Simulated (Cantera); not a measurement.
A jet of 1.37 % H₂, 8.55 % O₂, 90.1 % N₂ at 300 K and 0.0720 bar hits a platinum plate 7.3 cm away at a mass flux of 0.022 kg/m²/s; the plate temperature is set and raised in steps from an oxygen-covered start.

Detailed kinetics in Cantera: Deutschmann's 1995 Pt surface mechanism with GRI-Mech 3.0 gas chemistry. Catalytic surfaces can have several steady states; this one follows from the mechanism file's or the stated starting coverage.

One state of this run: wall x H₂ = 0.00114; wall x O₂ = 0.0722; wall x H₂O = 0.0239; wall x OH = <1e-8; θ free Pt = 0.0444; θ O* = 0.954; θ OH* = 0.00169. x: mole fraction at the wall; θ: surface coverage.

Q: Which value of plate T (K) does it belong to?
(A) 600
(B) 500
(C) 550
(D) 700

A: D, 700
